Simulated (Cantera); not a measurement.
**Thermodynamics of titanium nitride, carbide and oxide coatings, feed Ti(OiPr)₄ + H₂O**

Input: 1 mol Ti(OiPr)₄, a varied amount of H₂O, equilibrated at 1002 °C and 0.133 bar.

These are equilibrium values from Cantera (NASA tables, ideal gas, pure condensed phases), not measurements of a reactor. Candidate condensed phases: C, C₆H₆, C₇H₈, C₈H₁₈, H₂O, Ti, TiC, TiO, TiO₂, Ti₂O₃, Ti₃O₅, Ti₄O₇; 113 gas species. The feed counts by its element totals alone. Condensed phases not in the tables: Magnéli phases beyond Ti₄O₇. Rates play no part.

| n(H₂O) (mol) | x H₂ | x CO | x H₂O | x CO₂ | n C(graphite) | n Ti₃O₅(s) | n Ti₄O₇(s) | n TiO₂(rutile) |
|---|---|---|---|---|---|---|---|---|
| 0.54 | 0.834 | 0.165 | 0.000214 | 2.54e-5 | 9.12 | 0.333 | 0 | 0 |
| 0.74 | 0.826 | 0.172 | 0.000222 | 2.78e-5 | 8.92 | 0.333 | 0 | 0 |
| 1 | 0.817 | 0.182 | 0.000231 | 3.09e-5 | 8.66 | 0.333 | 0 | 0 |
| 1.4 | 0.804 | 0.195 | 0.000244 | 3.55e-5 | 8.26 | 0.333 | 0 | 0 |
| 1.9 | 0.789 | 0.210 | 0.000258 | 4.13e-5 | 7.76 | 0.333 | 0 | 0 |
| 2.7 | 0.767 | 0.231 | 0.000276 | 5.01e-5 | 6.96 | 0.333 | 0 | 0 |
| 3.7 | 0.745 | 0.254 | 0.000294 | 6.03e-5 | 5.96 | 0.333 | 0 | 0 |
| 5.1 | 0.719 | 0.280 | 0.000313 | 7.33e-5 | 4.56 | 0.333 | 0 | 0 |
| 7 | 0.693 | 0.306 | 0.000329 | 8.73e-5 | 2.74 | 0 | 0.250 | 0 |
| 9.7 | 0.664 | 0.335 | 0.000346 | 0.000105 | 0.0466 | 0 | 0.250 | 0 |
| 13 | 0.632 | 0.291 | 0.0602 | 0.0167 | 0 | 0 | 0 | 1.00 |
x: gas mole fraction; n: condensed amount in mol.

From 0.54 mol H₂O to 5.1 mol H₂O the condensed part is C(graphite) + Ti₃O₅(s). From 7 mol H₂O to 9.7 mol H₂O the condensed part is C(graphite) + Ti₄O₇(s). At 13 mol H₂O the condensed part is TiO₂(rutile).
